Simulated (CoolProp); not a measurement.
Vapour-liquid equilibrium of ethylbenzene (1) + n-nonane (2) at 334.7 K; x and y are mole fractions of (1).

The numbers come from the multi-fluid Helmholtz-energy mixture model, Zhou 2012 and Lemmon 2006; pair parameters Bell 2016 in CoolProp.

```tsv
x	bubble pressure, mixture model (MPa)	bubble pressure, Raoult's law (MPa)	y, mixture model	y, Raoult's law
0.05	___	0.004465	0.109	0.089
0.15	___	0.004828	0.286	0.246
0.25	0.005625	0.005192	0.422	0.381
0.35	0.006075	0.005555	0.529	0.499
0.45	0.006473	0.005919	0.617	0.602
0.55	___	0.006282	0.693	0.693
0.65	0.007129	0.006646	0.761	0.774
0.75	0.007398	0.007009	0.825	0.847
0.85	0.007633	0.007373	0.891	0.913
0.95	0.007833	0.007736	0.961	0.972
```

Question: Some entries are withheld; supply them.

Answer: 
- 0.05, bubble pressure, mixture model (MPa): 0.004572
- 0.15, bubble pressure, mixture model (MPa): 0.005122
- 0.55, bubble pressure, mixture model (MPa): 0.006822

The largest gap from Raoult's law is +9.4 % in bubble pressure, at x = 0.45. No azeotrope shows between x = 0.05 and 0.95.

The pair parameters rest on a limited set of measurements; away from them the model extrapolates.
